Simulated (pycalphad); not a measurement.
# Effect of Ti content in Si-Ti

Source of the numbers: pycalphad with the COST 507 light-alloy database (1999); pressure 1 atm. These are 1990s assessments: newer ones move some temperatures and phases. Amounts are mole fractions of atoms.

| alloy | liquidus (K) | first solid | solidus (K) | phases at 1000 K |
|---|---|---|---|---|
| Si-0.43Ti (at.%) | 1685 | DIAMOND_A4 | 1604 | DIAMOND_A4 0.99, SI2TI 0.01 |
| Si-1.28Ti (at.%) | 1682 | DIAMOND_A4 | 1604 | DIAMOND_A4 0.96, SI2TI 0.04 |
| Si-1.7Ti (at.%) | 1681 | DIAMOND_A4 | 1604 | DIAMOND_A4 0.95, SI2TI 0.05 |
| Si-6.8Ti (at.%) | 1674 | DIAMOND_A4 | 1604 | DIAMOND_A4 0.80, SI2TI 0.20 |

Database names, with the compositions (at.%) that they take in these runs: SI2TI: Si 67 Ti 33. DIAMOND_A4 is diamond (Si).
